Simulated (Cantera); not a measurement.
Input: 1 mol FeCl2, 3.7 mol HCl, 10 mol N2, equilibrated at 852 °C and 0.850 bar.

These are equilibrium values from Cantera (NASA tables, ideal gas, pure condensed phases), not measurements of a reactor. Candidate condensed phases: Fe, FeCl2, FeCl3, NH4Cl; 18 gas species. The numbers say what is thermodynamically allowed, not how fast it happens.

Base state: N2 0.684, HCl 0.252, FeCl2 0.0579, Fe2Cl4 0.00483, FeCl3 0.000821, H2 0.000411 (mole fractions); condensed: gas only.

### Question
What changes in the equilibrium state with this change: N2 from 10 to 65 mol?

### Answer
| species | before | after |
|---|---|---|
| N2 | 0.684 | 0.933 |
| HCl | 0.252 | 0.0530 |
| FeCl2 | 0.0579 | 0.0137 |
| Fe2Cl4 | 0.00483 | 0.000271 |
| FeCl3 | 0.000821 | 0.000111 |
| H2 | 0.000411 | 5.56e-5 |

### Question
What changes in the equilibrium state with this change: temperature from 852 °C to 1200 °C?

### Answer
```tsv
species	before	after
N2	0.684	0.681
HCl	0.252	0.251
FeCl2	0.0579	0.0670
Fe2Cl4	0.00483	0.000185
Cl	5.33e-7	0.000139
FeCl3	0.000821	0.000650
H2	0.000411	0.000401
```

### Question
What changes in the equilibrium state with this change: temperature from 852 °C to 1375 °C?

### Answer
```csv
species,before,after
N2,0.684,0.680
HCl,0.252,0.250
FeCl2,0.0579,0.0675
Fe2Cl4,0.00483,5.60e-5
Cl,5.33e-7,0.000757
Cl2,5.73e-8,2.32e-5
FeCl3,0.000821,0.000457
H2,0.000411,0.000629
```
